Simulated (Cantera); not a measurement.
A closed system holds: 1 mol Si, 3.8 mol HCl, 12 mol H2, equilibrated at 1498 K and 13300 Pa.

Method: chemical equilibrium by Gibbs-energy minimisation in Cantera with the NASA 1993 tables (ideal gas, pure condensed phases). Candidate condensed phases: Si; 19 gas species. The tables' values for SiCl3 are old estimates; treat these amounts as uncertain. Equilibrium is a limit: real reactors are often held back by kinetics, nucleation or transport.

Base state: H2 0.828, HCl 0.113, SiCl2 0.0494, SiCl3 0.00565, SiCl4 0.00206, SiHCl3 0.00156, SiH2Cl2 0.000186, H 4.28e-5 (mole fractions); condensed: Si(s).

### Question
What changes in the equilibrium state with this change: temperature from 1498 K to 525 K?

### Answer
```json
[
 {"species": "H2", "before": "0.828", "after": "0.932"},
 {"species": "SiCl4", "before": "0.00206", "after": "0.0542"},
 {"species": "SiHCl3", "before": "0.00156", "after": "0.0133"},
 {"species": "HCl", "before": "0.113", "after": "1.37e-5"},
 {"species": "SiCl2", "before": "0.0494", "after": "<1e-9"},
 {"species": "SiCl3", "before": "0.00565", "after": "5.53e-9"},
 {"species": "H", "before": "4.28e-5", "after": "<1e-9"},
 {"species": "SiH2Cl2", "before": "0.000186", "after": "0.000124"},
 {"species": "Si(s), mol", "before": "0.0756", "after": "0"}
]
```

### Question
What changes in the equilibrium state with this change: temperature from 1498 K to 1375 K?

### Answer
```csv
species,before,after
H2,0.828,0.843
HCl,0.113,0.100
SiCl2,0.0494,0.0343
H,4.28e-5,8.62e-6
SiCl4,0.00206,0.00904
SiHCl3,0.00156,0.00485
SiH2Cl2,0.000186,0.000386
SiCl3,0.00565,0.00821
"Si(s), mol",0.0756,0.119
```

### Question
What changes in the equilibrium state with this change: temperature from 1498 K to 923 K?

### Answer
```json
[
 {"species": "H2", "before": "0.828", "after": "0.924"},
 {"species": "SiCl4", "before": "0.00206", "after": "0.0470"},
 {"species": "SiHCl3", "before": "0.00156", "after": "0.0194"},
 {"species": "HCl", "before": "0.113", "after": "0.00798"},
 {"species": "SiCl2", "before": "0.0494", "after": "9.24e-5"},
 {"species": "H", "before": "4.28e-5", "after": "<1e-9"},
 {"species": "SiCl3", "before": "0.00565", "after": "0.000328"},
 {"species": "SiH2Cl2", "before": "0.000186", "after": "0.000784"},
 {"species": "Si(s), mol", "before": "0.0756", "after": "0"}
]
```
